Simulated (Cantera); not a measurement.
What does this Cantera script print?

```python
import numpy as np
import cantera as ct

gas = ct.Solution("h2o2.yaml")
gas.TPX = 1000, 3700, {'H2': 0.019, 'O2': 1}
inlet = ct.Reservoir(gas, clone=True)

reactor = ct.IdealGasConstPressureReactor(gas, energy="off", clone=False)
exhaust = ct.Reservoir(gas, clone=True)
tau = [1.6, 0.52, 0.17, 0.057, 0.019, 0.0063, 0.0021][0]
for a, b in ((inlet, reactor), (reactor, exhaust)):
    ct.MassFlowController(a, b, mdot=lambda t: reactor.mass / tau)
net = ct.ReactorNet([reactor])
show = ['H2', 'O2', 'H2O', 'HO2', 'OH']

rows = []
print(f"{'tau/s':>10s}{'T/K':>9s}" + "".join(f"{s:>11s}" for s in show))
for tau in [1.6, 0.52, 0.17, 0.057, 0.019, 0.0063, 0.0021]:
    net.initial_time = 0.0
    net.advance(30 * tau)
    before = gas.X
    net.advance(40 * tau)
    drift = np.max(np.abs(gas.X - before) / (gas.X + 1e-9))
    rows.append([gas.T, *gas[show].X, drift])
    print(f"{tau:10.3e}{gas.T:9.1f}" + "".join(f"{x:11.3e}" for x in gas[show].X))
```

Result:

```
     tau/s      T/K         H2         O2        H2O        HO2         OH
 1.600e+00   1000.0  1.545e-04  9.809e-01  1.861e-02  1.860e-06  9.792e-05
 5.200e-01   1000.0  2.863e-04  9.807e-01  1.844e-02  2.929e-06  1.533e-04
 1.700e-01   1000.0  5.230e-04  9.802e-01  1.813e-02  4.468e-06  2.442e-04
 5.700e-02   1000.0  9.405e-04  9.795e-01  1.758e-02  6.470e-06  3.882e-04
 1.900e-02   1000.0  1.707e-03  9.784e-01  1.657e-02  8.816e-06  6.123e-04
 6.300e-03   1000.0  3.148e-03  9.769e-01  1.469e-02  1.104e-05  9.249e-04
 2.100e-03   1000.0  5.902e-03  9.757e-01  1.142e-02  1.240e-05  1.239e-03
```

Computed with Cantera and the H2/O2 subset of GRI-Mech 3.0, which has no nitrogen chemistry. Radical loss at walls, strong at low pressure, is not modelled.
